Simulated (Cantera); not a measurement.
# Aluminium and copper etching: Cu + HF + H2

Feed: 1 mol Cu, 1.8 mol HF, 2.8 mol H2, at 520 Pa.

Method: chemical equilibrium by Gibbs-energy minimisation in Cantera with the NASA 1993 tables (ideal gas, pure condensed phases). Candidate condensed phases: Cu, CuF2; 15 gas species. Kinetics and transport are ignored.

```json
[
 {"T (°C)": "175", "x H2": "0.609", "x HF": "0.391", "x Cu": "<1e-12", "x H": "<1e-12", "x CuF": "<1e-12", "x H2F2": "2.48e-6", "x Cu2": "<1e-12", "x F": "<1e-12", "n Cu(s)": "1.00", "n Cu(l)": "0"},
 {"T (°C)": "275", "x H2": "0.609", "x HF": "0.391", "x Cu": "<1e-12", "x H": "<1e-12", "x CuF": "<1e-12", "x H2F2": "5.91e-7", "x Cu2": "<1e-12", "x F": "<1e-12", "n Cu(s)": "1.00", "n Cu(l)": "0"},
 {"T (°C)": "375", "x H2": "0.609", "x HF": "0.391", "x Cu": "<1e-12", "x H": "<1e-12", "x CuF": "<1e-12", "x H2F2": "2.16e-7", "x Cu2": "<1e-12", "x F": "<1e-12", "n Cu(s)": "1.00", "n Cu(l)": "0"},
 {"T (°C)": "475", "x H2": "0.609", "x HF": "0.391", "x Cu": "<1e-12", "x H": "3.11e-12", "x CuF": "<1e-12", "x H2F2": "1.03e-7", "x Cu2": "<1e-12", "x F": "<1e-12", "n Cu(s)": "1.00", "n Cu(l)": "0"},
 {"T (°C)": "575", "x H2": "0.609", "x HF": "0.391", "x Cu": "2.24e-12", "x H": "2.06e-10", "x CuF": "1.43e-11", "x H2F2": "5.90e-8", "x Cu2": "<1e-12", "x F": "<1e-12", "n Cu(s)": "1.00", "n Cu(l)": "0"},
 {"T (°C)": "675", "x H2": "0.609", "x HF": "0.391", "x Cu": "3.32e-10", "x H": "5.67e-9", "x CuF": "6.71e-10", "x H2F2": "3.80e-8", "x Cu2": "<1e-12", "x F": "<1e-12", "n Cu(s)": "1.00", "n Cu(l)": "0"},
 {"T (°C)": "775", "x H2": "0.609", "x HF": "0.391", "x Cu": "1.88e-8", "x H": "8.36e-8", "x CuF": "1.49e-8", "x H2F2": "2.67e-8", "x Cu2": "<1e-12", "x F": "<1e-12", "n Cu(s)": "1.00", "n Cu(l)": "0"},
 {"T (°C)": "875", "x H2": "0.609", "x HF": "0.391", "x Cu": "5.23e-7", "x H": "7.75e-7", "x CuF": "1.93e-7", "x H2F2": "2.01e-8", "x Cu2": "7.92e-12", "x F": "<1e-12", "n Cu(s)": "1.000", "n Cu(l)": "0"},
 {"T (°C)": "975", "x H2": "0.609", "x HF": "0.391", "x Cu": "8.47e-6", "x H": "5.05e-6", "x CuF": "1.64e-6", "x H2F2": "1.59e-8", "x Cu2": "4.10e-10", "x F": "1.00e-11", "n Cu(s)": "1.000", "n Cu(l)": "0"},
 {"T (°C)": "1075", "x H2": "0.609", "x HF": "0.391", "x Cu": "9.01e-5", "x H": "2.50e-5", "x CuF": "1.01e-5", "x H2F2": "1.30e-8", "x Cu2": "1.16e-8", "x F": "1.31e-10", "n Cu(s)": "1.000", "n Cu(l)": "0"},
 {"T (°C)": "1175", "x H2": "0.608", "x HF": "0.391", "x Cu": "0.000638", "x H": "9.97e-5", "x CuF": "4.45e-5", "x H2F2": "1.10e-8", "x Cu2": "1.76e-7", "x F": "1.19e-9", "n Cu(s)": "0", "n Cu(l)": "0.997"}
]
```
x: gas mole fraction; n: condensed amount in mol.

From 175 °C to 1075 °C the condensed part is Cu(s). At 1175 °C the condensed part is Cu(l).
